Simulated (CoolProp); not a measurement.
Properties of nitrous oxide along the isotherm 354.5 K.

The numbers come from the reference Helmholtz-energy equation of state, Lemmon 2006 in CoolProp. It is a short technical equation, of lower accuracy than the large ones.

| p (bar) | phase | Z | speed of sound (m/s) |
|---|---|---|---|
| 3.02 | gas | 0.9907 | 288.3 |
| 6.04 | gas | 0.9813 | 286.8 |
| 9.06 | gas | 0.9718 | 285.2 |
| 12.1 | gas | 0.9621 | 283.7 |
| 15.1 | gas | 0.9525 | 282.1 |
| 18.1 | gas | 0.9428 | 280.6 |
| 21.1 | gas | 0.9331 | 279.0 |
| 24.1 | gas | 0.9232 | 277.5 |
| 27.2 | gas | 0.9129 | 275.9 |
| 30.2 | gas | 0.9028 | 274.3 |
| 33.2 | gas | 0.8927 | 272.8 |
| 36.2 | gas | 0.8824 | 271.2 |
